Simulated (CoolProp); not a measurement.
A single-stage vapour-compression cycle with R22: evaporating at 242.15 K (dew point), condensing at 290.15 K (bubble point), superheat 5 K, subcooling 5 K, compressor efficiency 0.85, no pressure losses. Each further row changes one setting.

Values from CoolProp's reference Helmholtz-energy equation of state, Kamei 1995.

```tsv
case	cooling COP	pressure ratio	discharge temperature (K)	refrigerating effect (kJ/kg)	volumetric capacity (kJ/m³)
as stated	3.61	5.32	334.5	181	1250
evaporating temperature 247.15 K	4.19	4.32	329.1	183	1540
condensing temperature 285.15 K	4.12	4.60	326.3	187	1290
subcooling 10 K	3.73	5.32	334.5	187	1290
superheat 15 K	3.57	5.32	345.7	187	1240
compressor efficiency 0.75	3.18	5.32	343.2	181	1250
```
